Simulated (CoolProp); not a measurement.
Properties of nitrogen along the isotherm -173.85 °C (Tc = -147.0 °C, pc = 3396 kPa, ω = 0.037).

Values from CoolProp's reference Helmholtz-energy equation of state, Span 2000.

```tsv
p (kPa)	phase	cv (kJ/(kg K))	viscosity (µPa s)	conductivity (mW/(m K))
26.8	gas	0.7446	6.87	9.24
50.9	gas	0.7469	6.88	9.26
96.5	gas	0.7513	6.91	9.31
183	gas	0.7603	6.96	9.41
347	gas	0.7798	7.06	9.65
657	gas	0.8309	7.29	10.3
1250	liquid	0.9857	78.5	103
2360	liquid	0.9871	80.9	105
4480	liquid	0.9908	85.1	109
8490	liquid	0.9991	92.6	115
```

Viscosity comes from a separate model (Lemmon 2004). Thermal conductivity comes from a separate model (Lemmon 2004).
